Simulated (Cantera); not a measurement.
## Transport properties of process gases

Gas mixture: 100 % C2H2, at 100000 Pa, frozen composition.

Cantera's kinetic-theory transport with the Lennard-Jones parameters of GRI-Mech 3.0, ideal gas; thermal conductivity in the multicomponent form.

| T (K) | ρ (kg/m³) | cp (J/kg/K) | μ (µPa s) | λ (mW/m/K) | Pr | D (cm²/s) CH4 | D (cm²/s) OH | D (cm²/s) C2H2 |
|---|---|---|---|---|---|---|---|---|
| 400 | 0.783 | 1931 | 13.6 | 35.6 | 0.737 | 0.304 | 0.425 | 0.000 |
| 500 | 0.626 | 2101 | 16.4 | 46.6 | 0.737 | 0.453 | 0.628 | 0.000 |
| 600 | 0.522 | 2232 | 18.9 | 57.2 | 0.737 | 0.625 | 0.859 | 0.000 |
| 700 | 0.447 | 2340 | 21.2 | 67.4 | 0.737 | 0.816 | 1.12 | 0.000 |
| 800 | 0.391 | 2436 | 23.4 | 77.4 | 0.736 | 1.03 | 1.40 | 0.000 |
| 900 | 0.348 | 2526 | 25.5 | 87.4 | 0.736 | 1.26 | 1.71 | 0.000 |
| 1000 | 0.313 | 2608 | 27.4 | 97.2 | 0.735 | 1.50 | 2.04 | 0.000 |
D: mixture-averaged diffusion coefficient of that species in the mixture.
